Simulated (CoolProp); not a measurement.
Vapour-liquid equilibrium of R22 (1) + R142b (2) at 2.02 bar; x and y are mole fractions of (1).

Values from CoolProp's multi-fluid Helmholtz-energy mixture model, Kamei 1995 and Lemmon 2006; pair parameters Bell 2016.

| x | bubble temperature, mixture model (K) | bubble temperature, Raoult's law (K) | y, mixture model | y, Raoult's law |
|---|---|---|---|---|
| 0.05 | (withheld) | 279.3 | (withheld) | 0.150 |
| 0.2 | (withheld) | 271.4 | 0.432 | 0.465 |
| 0.35 | 266.3 | 265.1 | 0.627 | 0.659 |
| 0.5 | 261.3 | 260.1 | (withheld) | 0.787 |
| 0.65 | (withheld) | 255.9 | (withheld) | 0.875 |
| 0.8 | (withheld) | 252.3 | 0.937 | 0.939 |
| 0.95 | 249.3 | 249.2 | 0.987 | 0.987 |

**Question.** Fill in the missing entries.

**Answer.** 
- 0.05, bubble temperature, mixture model (K): 279.5
- 0.05, y, mixture model: 0.136
- 0.2, bubble temperature, mixture model (K): 272.2
- 0.5, y, mixture model: 0.765
- 0.65, bubble temperature, mixture model (K): 256.8
- 0.65, y, mixture model: 0.865
- 0.8, bubble temperature, mixture model (K): 252.8

The largest gap from Raoult's law is +1.2 K in bubble temperature, at x = 0.5. No azeotrope shows between x = 0.05 and 0.95.

The pair parameters rest on a limited set of measurements; away from them the model extrapolates.
